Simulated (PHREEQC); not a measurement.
# Buffer: speciation

Consider water at 25 °C with 54 mmol/kgw H3PO4 and 88 mmol/kgw Na2SO4. Closed to the air; pH follows from the charge balance.

All values are PHREEQC results (ion-association model, phreeqc.dat), not measurements.

Each row changes one thing in this solution. Precipitation was switched off in this run.

| case | pH | ionic strength (mol/kgw) |
|---|---|---|
| as made | 2.07 | 0.231 |
| Na2SO4 left out | 1.80 | 0.0177 |
| diluted 100-fold with water | ? | ? |
| H3PO4 from 0.054 to 0.0054 mol/kgw | 2.90 | 0.231 |
| Na2SO4 from 0.088 to 0.44 mol/kgw | 2.22 | 0.983 |
| H3PO4 left out | 7.21 | 0.232 |

Complete the blanks.


- diluted 100-fold with water, pH: 3.35
- diluted 100-fold with water, ionic strength (mol/kgw): 0.00308

The ionic strength passes 0.7 mol/kgw, the rough limit of the ion-association models, in Na2SO4 from 0.088 to 0.44 mol/kgw.
